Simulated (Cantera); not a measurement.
A perfectly stirred reactor is fed with CH₃OH : O₂ : N₂ = 0.0023 : 0.0043 : 1 (molar parts), equivalence ratio 0.80, at 100000 Pa; it is held at 1523 K, and followed from long to short residence time.

Computed with Cantera and GRI-Mech 3.0 (53 species, 325 reactions). GRI-Mech 3.0 was tuned for natural gas; its chemistry of methanol as a main component is partial and can be far from experiment.

x: mole fraction; the columns are a selection and need not sum to one.

| τ (s) | x CH₃OH | x O₂ | x CH₂ | x CO₂ | x CO |
|---|---|---|---|---|---|
| 4.4 | [?] | 0.000854 | 3.19e-11 | 0.00225 | 2.96e-5 |
| 1.9 | [?] | 0.000866 | 5.17e-11 | 0.00223 | 4.84e-5 |
| 0.85 | [?] | 0.000885 | 9.22e-11 | 0.00220 | 7.69e-5 |
| 0.37 | [?] | 0.000917 | 2.02e-10 | 0.00216 | 0.000122 |
| 0.16 | [?] | 0.000966 | 5.08e-10 | 0.00209 | 0.000191 |
| 0.072 | [?] | 0.00103 | 1.25e-9 | 0.00200 | 0.000282 |
| 0.032 | [?] | 0.00113 | 3.00e-9 | 0.00187 | 0.000407 |
| 0.014 | [?] | 0.00125 | 6.95e-9 | 0.00170 | 0.000572 |
| 0.0062 | [?] | 0.00140 | 1.53e-8 | 0.00149 | 0.000779 |
| 0.0027 | [?] | 0.00159 | 3.39e-8 | 0.00122 | 0.00104 |
| 0.0012 | [?] | 0.00182 | 7.45e-8 | 0.000908 | 0.00135 |

Task: Complete the blanks.

Result: 
- 4.4, x CH₃OH: 1.00e-7
- 1.9, x CH₃OH: 1.61e-7
- 0.85, x CH₃OH: 2.44e-7
- 0.37, x CH₃OH: 3.63e-7
- 0.16, x CH₃OH: 5.30e-7
- 0.072, x CH₃OH: 7.54e-7
- 0.032, x CH₃OH: 1.10e-6
- 0.014, x CH₃OH: 1.68e-6
- 0.0062, x CH₃OH: 2.74e-6
- 0.0027, x CH₃OH: 4.98e-6
- 0.0012, x CH₃OH: 1.01e-5
